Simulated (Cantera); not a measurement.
An adiabatic, constant-volume homogeneous reactor starts with CH₄ : O₂ : N₂ = 1 : 1.82 : 6.84 (molar parts), equivalence ratio 1.1, at 1100 K and 0.671 atm.

Model: GRI-Mech 3.0 (53 species, 325 reactions), integrated in Cantera.

### Question
Predict: time of steepest temperature rise; temperature at 2.00 s; equilibrium temperature; x(O₂) at 2.00 s; x(CO₂) at 2.00 s.

### Answer
```json
{
 "time_of_steepest_temperature_rise": "0.300 s",
 "temperature at 2.00 s": "2788 K",
 "equilibrium_temperature": "2788 K",
 "x(O₂) at 2.00 s": "0.0111 (gas-phase equilibrium 0.0111)",
 "x(CO₂) at 2.00 s": "0.0486 (gas-phase equilibrium 0.0486)"
}
```
